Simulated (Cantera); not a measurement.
A Cantera script and what it prints.

```python
import numpy as np
import cantera as ct

gas_names = [...]  # 95 gases of nasa_gas.yaml made of C, F, H
cond_names = """
    C(gr) C6H6(L) C7H8(L) C8H18(L),n-octa
""".split()


# ... load() reads the species with a 1 bar reference pressure and builds the phases ...
atoms = {
    'C2F6': {'C': 2, 'F': 6},
    'F2': {'F': 2},
    'H2': {'H': 2},
}
top_T = {'C(gr)': 4500}  # K; cautious upper limits of use, not melting points


# ... equilibrate(T, P, feed) seeds the gas with the atoms and calls Mixture.equilibrate('TP', solver="vcs", rtol=1e-11, max_steps=5000) ...
results = []
feed = {'C2F6': 1, 'F2': 0.64, 'H2': 0.12}  # mol
P = 47  # Pa
for T in [1175, 1225, 1275, 1325, 1375, 1425, 1475, 1525, 1575, 1625, 1675]:
    mix = equilibrate(T, P, feed)
    results.append((T, P, feed, dict(zip(mix.species_names, mix.species_moles))))
    x = sorted(zip(gas.X, gas.species_names), reverse=True)
    print(f"T = {T:g} K  P = {P:g} Pa  gas = {mix.phase_moles(0):.4g} mol")
    print("   x: " + "  ".join(f"{s} {v:.3e}" for v, s in x if v > 0.001))
    print("   condensed (mol): " + ("  ".join(f"{mix.phase(i).name} {mix.phase_moles(i):.4g}"
          for i in range(1, mix.n_phases) if mix.phase_moles(i) > 1e-12) or "none"))
```

It prints:

```
T = 1175 K  P = 47 Pa  gas = 2 mol
   x: CF4 8.800e-01  HF 1.200e-01
   condensed (mol): C(gr) 0.24
T = 1225 K  P = 47 Pa  gas = 2 mol
   x: CF4 8.800e-01  HF 1.200e-01
   condensed (mol): C(gr) 0.24
T = 1275 K  P = 47 Pa  gas = 2 mol
   x: CF4 8.800e-01  HF 1.200e-01
   condensed (mol): C(gr) 0.24
T = 1325 K  P = 47 Pa  gas = 2 mol
   x: CF4 8.799e-01  HF 1.200e-01
   condensed (mol): C(gr) 0.2399
T = 1375 K  P = 47 Pa  gas = 2 mol
   x: CF4 8.797e-01  HF 1.200e-01
   condensed (mol): C(gr) 0.2398
T = 1425 K  P = 47 Pa  gas = 2.001 mol
   x: CF4 8.793e-01  HF 1.199e-01
   condensed (mol): C(gr) 0.2395
T = 1475 K  P = 47 Pa  gas = 2.002 mol
   x: CF4 8.783e-01  HF 1.199e-01  CF2 1.264e-03
   condensed (mol): C(gr) 0.2389
T = 1525 K  P = 47 Pa  gas = 2.004 mol
   x: CF4 8.764e-01  HF 1.198e-01  CF2 2.664e-03
   condensed (mol): C(gr) 0.2377
T = 1575 K  P = 47 Pa  gas = 2.009 mol
   x: CF4 8.727e-01  HF 1.195e-01  CF2 5.344e-03  F 2.001e-03
   condensed (mol): C(gr) 0.2354
T = 1625 K  P = 47 Pa  gas = 2.017 mol
   x: CF4 8.658e-01  HF 1.190e-01  CF2 1.024e-02  F 4.202e-03
   condensed (mol): C(gr) 0.2314
T = 1675 K  P = 47 Pa  gas = 2.033 mol
   x: CF4 8.534e-01  HF 1.181e-01  CF2 1.880e-02  F 8.430e-03  CF3 1.261e-03
   condensed (mol): C(gr) 0.2245
```

Equilibrium computed with Cantera from the NASA thermochemical tables; the gas is ideal and each condensed phase is pure. The feed counts by its element totals alone. Gases not in the tables: C2F6 and larger saturated fluorocarbons.
